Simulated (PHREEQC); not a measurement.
**Alkaline etch or developer (model solution)**

Make-up at 60 °C: 0.021 mol/kgw KOH, 0.0035 mol/kgw NaAlO2 and 0.0091 mol/kgw Na2CO3. Closed to the air; pH follows from the charge balance.

Model: ion-association model, wateq4f.dat, run in PHREEQC.

Each row changes one thing in this solution. No solid was allowed to form.

```json
[
 {"case": "as made", "pH": "11.27", "ionic strength (mol/kgw)": "0.0440", "Na+ (mol/kgw)": "0.0179", "CO3-2 (mol/kgw)": "0.00508", "NaCO3- (mol/kgw)": "0.00380", "HCO3- (mol/kgw)": "0.000215", "SI of Gibbsite (Al(OH)3)": "-0.72", "SI of Boehmite (AlOOH)": "-0.78"},
 {"case": "diluted 100-fold with water", "pH": "9.47", "ionic strength (mol/kgw)": "0.000444", "Na+ (mol/kgw)": "0.000217", "CO3-2 (mol/kgw)": "1.70e-5", "NaCO3- (mol/kgw)": "3.01e-7", "HCO3- (mol/kgw)": "7.36e-5", "SI of Gibbsite (Al(OH)3)": "-0.85", "SI of Boehmite (AlOOH)": "-0.91"},
 {"case": "Na2CO3 replaced by KHCO3 at the same molality", "pH": "11.04", "ionic strength (mol/kgw)": "0.0404", "Na+ (mol/kgw)": "0.00264", "CO3-2 (mol/kgw)": "0.00768", "NaCO3- (mol/kgw)": "0.000865", "HCO3- (mol/kgw)": "0.000560", "SI of Gibbsite (Al(OH)3)": "-0.49", "SI of Boehmite (AlOOH)": "-0.55"},
 {"case": "NaAlO2 from 0.0035 to 0.00315 mol/kgw", "pH": "11.27", "ionic strength (mol/kgw)": "0.0437", "Na+ (mol/kgw)": "0.0176", "CO3-2 (mol/kgw)": "0.00512", "NaCO3- (mol/kgw)": "0.00377", "HCO3- (mol/kgw)": "0.000217", "SI of Gibbsite (Al(OH)3)": "-0.76", "SI of Boehmite (AlOOH)": "-0.82"},
 {"case": "Na2CO3 from 0.0091 to 0.0137 mol/kgw", "pH": "11.26", "ionic strength (mol/kgw)": "0.0521", "Na+ (mol/kgw)": "0.0243", "CO3-2 (mol/kgw)": "0.00682", "NaCO3- (mol/kgw)": "0.00660", "HCO3- (mol/kgw)": "0.000282", "SI of Gibbsite (Al(OH)3)": "-0.72", "SI of Boehmite (AlOOH)": "-0.78"},
 {"case": "temperature from 60 to 5 °C", "pH": "12.97", "ionic strength (mol/kgw)": "0.0507", "Na+ (mol/kgw)": "0.0212", "CO3-2 (mol/kgw)": "0.00854", "NaCO3- (mol/kgw)": "0.000544", "HCO3- (mol/kgw)": "1.90e-5", "SI of Gibbsite (Al(OH)3)": "+0.09", "SI of Boehmite (AlOOH)": "-0.66"},
 {"case": "0.00093 mol/kgw CO2 added", "pH": "11.23", "ionic strength (mol/kgw)": "0.0442", "Na+ (mol/kgw)": "0.0176", "CO3-2 (mol/kgw)": "0.00564", "NaCO3- (mol/kgw)": "0.00413", "HCO3- (mol/kgw)": "0.000261", "SI of Gibbsite (Al(OH)3)": "-0.68", "SI of Boehmite (AlOOH)": "-0.74"},
 {"case": "KOH from 0.021 to 0.0021 mol/kgw", "pH": "10.48", "ionic strength (mol/kgw)": "0.0243", "Na+ (mol/kgw)": "0.0180", "CO3-2 (mol/kgw)": "0.00419", "NaCO3- (mol/kgw)": "0.00368", "HCO3- (mol/kgw)": "0.00121", "SI of Gibbsite (Al(OH)3)": "+0.08", "SI of Boehmite (AlOOH)": "+0.03"},
 {"case": "diluted 2-fold with water", "pH": "10.99", "ionic strength (mol/kgw)": "0.0229", "Na+ (mol/kgw)": "0.00948", "CO3-2 (mol/kgw)": "0.00292", "NaCO3- (mol/kgw)": "0.00137", "HCO3- (mol/kgw)": "0.000263", "SI of Gibbsite (Al(OH)3)": "-0.73", "SI of Boehmite (AlOOH)": "-0.79"}
]
```

Species that the database lacks are ignored. Some of these states are supersaturated (in Gibbsite (slow to form), for instance). At this temperature some constants are extrapolated from 25 °C, and those without enthalpy data are left unchanged.
